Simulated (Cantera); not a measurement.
Gas mixture: CO : C3H8 : CH3OH = 0.9 : 0.98 : 0.14 (molar parts), at 0.0280 bar, frozen composition.

Cantera's kinetic-theory transport with the Lennard-Jones parameters of GRI-Mech 3.0, ideal gas; thermal conductivity in the multicomponent form. Polar gases are described roughly by these parameters. The composition is frozen, though it would react at the higher temperatures.

One state of this run: ρ (kg/m³) = 0.00868; cp (J/kg/K) = 3310; μ (µPa s) = 36.7; λ (mW/m/K) = 145; Pr = 0.835; D (cm²/s) CH4 = 84.9; D (cm²/s) CO2 = 60.0; D (cm²/s) NO = 74.3. D: mixture-averaged diffusion coefficient of that species in the mixture.

Which value of T (K) does it belong to?
A. 400
B. 1400
C. 800
D. 1200

B, 1400
